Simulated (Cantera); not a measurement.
# Thermodynamics of titanium nitride, carbide and oxide coatings, feed Ti(OiPr)4 + O2 + H2

Feed: 1 mol Ti(OiPr)4, 0.19 mol O2, 31 mol H2, at 1098.15 K.

Equilibrium computed with Cantera from the NASA thermochemical tables; the gas is ideal and each condensed phase is pure. Candidate condensed phases: C, C6H6, C7H8, C8H18, H2O, Ti, TiC, TiO, TiO2, Ti2O3, Ti3O5, Ti4O7; 113 gas species. The feed counts by its element totals alone. TiC: taken at fixed stoichiometry. Condensed phases not in the tables: Magnéli phases beyond Ti4O7. Kinetics and transport are ignored.

From 0.0750 Torr to 0.750 Torr the condensed part is C(graphite) + TiC(s). At 2.40 Torr the condensed part is C(graphite) + Ti3O5(s). From 7.50 Torr to 24.0 Torr the condensed part is C(graphite) + Ti4O7(s). From 75.0 Torr to 750 Torr the condensed part is C(graphite) + TiO2(rutile).

```csv
P (Pa),x H2,x CO,x CH4,x H2O,n C(graphite),n TiC(s),n Ti3O5(s),n Ti4O7(s),n TiO2(rutile)
10,0.911,0.0887,3.03e-6,7.41e-7,6.62,1.00,0,0,0
32,0.911,0.0887,9.70e-6,2.37e-6,6.62,1.00,0,0,0
100,0.911,0.0887,3.03e-5,7.41e-6,6.62,1.00,0,0,0
320,0.943,0.0569,0.000104,1.57e-5,9.28,0,0.333,0,0
1000,0.944,0.0552,0.000326,4.78e-5,9.36,0,0,0.250,0
3200,0.944,0.0551,0.00104,0.000153,9.33,0,0,0.250,0
10000,0.946,0.0499,0.00327,0.000433,9.49,0,0,0,1.00
32000,0.939,0.0493,0.0103,0.00136,9.20,0,0,0,1.00
100000,0.917,0.0476,0.0307,0.00400,8.41,0,0,0,1.00
```
x: gas mole fraction; n: condensed amount in mol.
